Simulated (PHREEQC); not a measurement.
## Acid rinse or clean (model solution)

Consider water at 53 °C with 22 mmol/kgw HNO3, 3.8 mmol/kgw ZnSO4 and 23 mmol/kgw MgCl2. Closed to the air; pH follows from the charge balance.

The numbers come from PHREEQC with the ion-association model, phreeqc.dat.

This is a speciation only: nothing precipitates in the calculation.

Question: Predict the pH, specific conductance, ionic strength.

Answer: pH 1.77; specific conductance 20700 µS/cm; ionic strength 0.0968 mol/kgw.

Question: In which forms is Zn present?

Answer: Zn+2 85 %, ZnCl+ 12 %, ZnSO4 3.0 % of the Zn.

Complexes and solids missing from the database can't appear. At this temperature some constants are extrapolated from 25 °C, and those without enthalpy data are left unchanged.
